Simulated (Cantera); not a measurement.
Feed: 1 mol Si, 2.3 mol Cl2, 15 mol H2, at 1423 K and 1 atm.

Method: chemical equilibrium by Gibbs-energy minimisation in Cantera with the NASA 1993 tables (ideal gas, pure condensed phases). Candidate condensed phases: Si; 19 gas species. The tables' values for SiCl3 are old estimates; treat these amounts as uncertain. Kinetics and transport are ignored.

Base state: H2 0.840, HCl 0.100, SiCl2 0.0205, SiCl4 0.0173, SiHCl3 0.0113, SiCl3 0.00948, SiH2Cl2 0.00112, SiH3Cl 3.23e-5 (mole fractions); condensed: gas only.

What changes in the equilibrium state with this change: temperature from 1423 K to 1175 K?


| species | before | after |
|---|---|---|
| H2 | 0.840 | 0.882 |
| HCl | 0.100 | 0.0572 |
| SiCl4 | 0.0173 | 0.0424 |
| SiCl2 | 0.0205 | 0.000844 |
| SiHCl3 | 0.0113 | 0.0154 |
| SiCl3 | 0.00948 | 0.00191 |
| SiH3Cl | 3.23e-5 | 9.08e-6 |
| SiH2Cl2 | 0.00112 | 0.000717 |
